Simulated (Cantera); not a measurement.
A Cantera script and its output.

```python
import numpy as np
import cantera as ct

gas = ct.Solution("gri30.yaml")


def delay(T, t_max=10):
    gas.TPX = T, 500000, {'CH4': 1, 'O2': 1.67, 'N2': 6.27}
    reactor = ct.IdealGasConstPressureReactor(gas, clone=False)
    net = ct.ReactorNet([reactor])
    net.rtol, net.atol = 1e-8, 1e-16
    while net.time < t_max:
        t_old, T_old = net.time, reactor.T
        net.step()
        if reactor.T > T + 400:  # ignition: a rise of 400 K
            return t_old + (T + 400 - T_old) / (reactor.T - T_old) * (net.time - t_old)
    return np.nan


taus = []
for T in [1198, 1273, 1348, 1423, 1498, 1573]:
    taus.append(delay(T))
    print(f"T0 = {T:6g} K   tau = {taus[-1]:.4e} s")
```

It prints:

```
T0 =   1198 K   tau = 1.1269e-02 s
T0 =   1273 K   tau = 4.4086e-03 s
T0 =   1348 K   tau = 1.8328e-03 s
T0 =   1423 K   tau = 8.0397e-04 s
T0 =   1498 K   tau = 3.7065e-04 s
T0 =   1573 K   tau = 1.7984e-04 s
```

Cantera simulation using GRI-Mech 3.0 (53 species, 325 reactions); the numbers are that mechanism's predictions, not measurements.
